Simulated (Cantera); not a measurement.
Standard-state values (1 bar) from the NASA 1993 polynomials, evaluated with Cantera. Values are per mole of reaction as written; species without (g) are pure solids or liquids, kept so even where they would boil at 1 bar.

2 CO2(g) + 2 K(g) ⇌ K2CO3 + CO(g)

| T (K) | ΔH° (kJ) | ΔS° (J/K) | ΔG° (kJ) | log10 K |
|---|---|---|---|---|
| 1673 | -532.9 | -274.5 | -73.7 | 2.30 |
| 1823 | -520.2 | -267.2 | -33.0 | 0.95 |
| 1973 | -507.7 | -260.7 | 6.6 | -0.17 |
| 2123 | … | … | … | … |
| 2273 | -483.1 | -249.0 | 83.0 | -1.91 |
| 2423 | … | … | … | … |
| 2573 | -459.1 | -239.1 | 156.1 | -3.17 |
| 2723 | … | … | … | … |
| 2873 | … | … | … | … |

Task: Some entries are withheld; supply them.

Result: 
- 2123, ΔH° (kJ): -495.4
- 2123, ΔS° (J/K): -254.6
- 2123, ΔG° (kJ): 45.2
- 2123, log10 K: -1.11
- 2423, ΔH° (kJ): -471.0
- 2423, ΔS° (J/K): -243.9
- 2423, ΔG° (kJ): 119.9
- 2423, log10 K: -2.59
- 2723, ΔH° (kJ): -447.2
- 2723, ΔS° (J/K): -234.6
- 2723, ΔG° (kJ): 191.7
- 2723, log10 K: -3.68
- 2873, ΔH° (kJ): -435.6
- 2873, ΔS° (J/K): -230.5
- 2873, ΔG° (kJ): 226.5
- 2873, log10 K: -4.12
